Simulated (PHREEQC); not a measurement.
A column of 1 m (30 cells, dispersivity 0.08 m, 300 s a shift, diffusion coefficient 3e-10 m²/s) holds 0.14 eq of the database's cation exchanger X per kg of pore water, first in equilibrium with 1.4 mmol/kgw MgCl2 and 0.01 mmol/kgw HCl. It is flushed with 40 mmol/kgw MgCl2, 17 mmol/kgw (NH4)2SO4, 83 mmol/kgw NaCl and 0.01 mmol/kgw HCl, at 25 °C. Values are for the last cell. No CO2 enters from the air. No solid was allowed to form.

Equilibrium calculation in PHREEQC: ion-association model, phreeqc.dat.

Problem. Predict Na in solution (mol/kgw), NH4 in solution (mol/kgw), S in solution (mol/kgw), Cl in solution (mol/kgw) at pore volumes = 1.217, 1.483, 1.883, 2.683.

Solution. 
```csv
pore volumes,Na in solution (mol/kgw),NH4 in solution (mol/kgw),S in solution (mol/kgw),Cl in solution (mol/kgw)
1.217,0.0439,0.00342,0.0129,0.124
1.483,0.0604,0.00818,0.0151,0.145
1.883,0.0740,0.0161,0.0165,0.158
2.683,0.0817,0.0270,0.0170,0.163
```

Species that the database lacks are ignored.
